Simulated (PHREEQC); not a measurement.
A solution holds 0.19 mol HF, 0.00015 mol CsF and 0.00029 mol H2SiF6 per kg of water, at 20 °C. Closed to the air; pH follows from the charge balance.

Model: ion-association model, wateq4f.dat, run in PHREEQC.

```
quantity                   before    after
------------------------  -------  -------
pH                           1.97     1.99
ionic strength (mol/kgw)   0.0122   0.0117
HF (mol/kgw)                0.106    0.127
H2F2 (mol/kgw)             0.0349   0.0242
F- (mol/kgw)              0.00813  0.00707
HF2- (mol/kgw)            0.00317  0.00378
```

Q: Name the change that produced these shifts.
A) temperature from 20 to 40 °C
B) HF left out
C) temperature from 20 to 15 °C
D) CsF from 0.00015 to 0.000135 mol/kgw
E) H2SiF6 left out

A: A, temperature from 20 to 40 °C

No solid was allowed to form. wateq4f.dat counts part of the HF as a dimer, H2F2, which phreeqc.dat doesn't know; its constant is uncertain. At this temperature some constants are extrapolated from 25 °C, and those without enthalpy data are left unchanged. SiF6-2 is the database's only silicon fluoride.
